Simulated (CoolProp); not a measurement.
A simple Rankine cycle with water: condensing at 308.15 K, boiler at 0.495 MPa, turbine inlet 464.6 K, turbine efficiency 0.7, pump efficiency 0.8, no recuperator. Each further row changes one setting.

Model: reference Helmholtz-energy equation of state, Wagner 2002, in CoolProp.

```csv
case,thermal efficiency (%),net work (kJ/kg),heat in (kJ/kg),turbine exit temperature (K),volume ratio over the turbine
as stated,17.7,476,2690,308.1,[?]
turbine inlet 484.6 K,[?],[?],2730,308.1,53.1
condensing temperature 300.15 K,[?],513,2720,300.2,83.6
boiler pressure 0.346 MPa,16.4,444,[?],308.1,38.7
turbine efficiency 0.6,[?],[?],2690,308.1,56.5
```

Problem. What belongs in the gaps?

Solution. 
- as stated, volume ratio over the turbine: 54.9
- turbine inlet 484.6 K, thermal efficiency (%): 17.8
- turbine inlet 484.6 K, net work (kJ/kg): 487
- condensing temperature 300.15 K, thermal efficiency (%): 18.8
- boiler pressure 0.346 MPa, heat in (kJ/kg): 2700
- turbine efficiency 0.6, thermal efficiency (%): 15.2
- turbine efficiency 0.6, net work (kJ/kg): 408

The expansion ends wet for: as stated; turbine inlet 484.6 K; condensing temperature 300.15 K; boiler pressure 0.346 MPa; turbine efficiency 0.6.
